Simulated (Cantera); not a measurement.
A closed system holds: 1 mol Si2Cl6, 0.69 mol HCl, 260 mol N2, 0.0049 mol Cl2, at 1.00 bar.

Method: chemical equilibrium by Gibbs-energy minimisation in Cantera with the NASA 1993 tables (ideal gas, pure condensed phases). Candidate condensed phases: NH4Cl, Si, Si3N4; 28 gas species. The feed counts by its element totals alone. N2 is the only nitrogen source here; it is nearly inert below about 1500 K, so the nitride shown seldom forms there in practice. The tables' values for SiCl3 are old estimates; treat these amounts as uncertain. Equilibrium is a limit: real reactors are often held back by kinetics, nucleation or transport.

x: gas mole fraction; n: condensed amount in mol.

| T (°C) | x N2 | x SiCl4 | x SiCl2 | x HCl | n Si3N4(s) |
|---|---|---|---|---|---|
| 650 | 0.992 | 0.00576 | 8.93e-10 | 0.00253 | 0.163 |
| 750 | 0.992 | 0.00576 | 3.25e-8 | 0.00254 | 0.164 |
| 850 | 0.992 | 0.00574 | 6.17e-7 | 0.00256 | 0.164 |
| 950 | 0.992 | 0.00570 | 7.14e-6 | 0.00257 | 0.162 |
| 1050 | 0.992 | 0.00554 | ? | 0.00257 | 0.157 |
| 1150 | 0.991 | ? | ? | 0.00257 | ? |
| 1250 | 0.991 | 0.00408 | 0.00131 | 0.00257 | 0.0782 |
| 1350 | 0.990 | 0.00289 | 0.00284 | 0.00258 | 0 |

**Question.** Some entries are withheld; supply them.

**Answer.** 
- 1050, x SiCl2: 5.59e-5
- 1150, x SiCl4: 0.00511
- 1150, x SiCl2: 0.000316
- 1150, n Si3N4(s): 0.137
